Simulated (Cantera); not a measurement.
**Premixed flame**

A freely propagating, adiabatic, planar premixed flame of 38.6 % H₂, 12.9 % O₂, 48.3 % N₂, 0.232 % H₂O, equivalence ratio 1.5, unburnt at 475 K and 750 Torr; mixture-averaged transport, grid criteria slope 0.08 and curve 0.16, no radiation.

Detailed kinetics in Cantera: the H2/O2 subset of GRI-Mech 3.0, which has no nitrogen chemistry. Burning velocities carry a grid error of a few per cent, more on coarse grids.

| z (mm) | T (K) | u (m/s) | x H₂ | x O₂ | x H₂O | x H₂O₂ | x OH | x HO₂ |
|---|---|---|---|---|---|---|---|---|
| -1.23 | 475 | 6.11 | 0.386 | 0.129 | 0.00232 | <1e-8 | <1e-8 | <1e-8 |
| -0.818 | 475 | 6.11 | 0.386 | 0.129 | 0.00232 | <1e-8 | <1e-8 | <1e-8 |
| -0.613 | 475 | 6.11 | 0.386 | 0.129 | 0.00232 | <1e-8 | <1e-8 | <1e-8 |
| -0.409 | 475 | 6.11 | 0.386 | 0.129 | 0.00232 | <1e-8 | <1e-8 | 1.37e-7 |
| -0.204 | 488 | 6.26 | 0.383 | 0.129 | 0.00268 | 4.14e-6 | 2.76e-5 | 0.000187 |
| -0.102 | 735 | 9.18 | 0.349 | 0.123 | 0.0220 | 3.44e-5 | 0.000930 | 0.000234 |
| 0 | 1192 | 14.4 | 0.246 | 0.0864 | 0.105 | 4.17e-6 | 0.00265 | 8.53e-5 |
| 0.102 | 1507 | 18.0 | 0.147 | 0.0280 | 0.214 | 2.08e-6 | 0.00663 | 2.57e-5 |
| 0.204 | 1648 | 19.5 | 0.121 | 0.00937 | 0.250 | 1.34e-6 | 0.00854 | 8.16e-6 |
| 0.409 | 1784 | 21.0 | 0.120 | 0.00457 | 0.261 | 7.73e-7 | 0.00983 | 3.69e-6 |
| 0.818 | 1924 | 22.4 | 0.126 | 0.00313 | 0.268 | 4.08e-7 | 0.0102 | 2.34e-6 |
| 1.64 | 2059 | 23.7 | 0.131 | 0.00193 | 0.275 | 2.15e-7 | 0.00945 | 1.40e-6 |
| 3.27 | 2173 | 24.8 | 0.136 | 0.00101 | 0.282 | 1.17e-7 | 0.00780 | 7.65e-7 |
x: mole fraction of selected species; z is measured from the peak of heat release.

The laminar burning velocity is 611 cm/s, the thermal thickness comes out as 0.409 mm and the peak x(H₂O₂) comes out as 3.60e-5. The peak x(OH) is 0.0102 and the peak x(HO₂) comes out as 0.000385. The grid points comes out as 120.
